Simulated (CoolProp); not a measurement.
R115 at 293.15 K and 0.119 MPa is compressed adiabatically to 0.375 MPa with isentropic efficiency 0.9. Each further row changes one setting.

Computed with CoolProp (reference Helmholtz-energy equation of state, Lemmon 2016).

| case | work (kJ/kg) | final temperature (K) | final density (kg/m³) |
|---|---|---|---|
| as stated | … | … | … |
| efficiency 1 | 18.3 | … | … |
| efficiency 0.65 | … | … | … |

Question: Fill in the missing entries.

Answer: 
- as stated, work (kJ/kg): 20.3
- as stated, final temperature (K): 323.7
- as stated, final density (kg/m³): 22.8
- efficiency 1, final temperature (K): 321.0
- efficiency 1, final density (kg/m³): 23.0
- efficiency 0.65, work (kJ/kg): 28.1
- efficiency 0.65, final temperature (K): 333.8
- efficiency 0.65, final density (kg/m³): 21.9
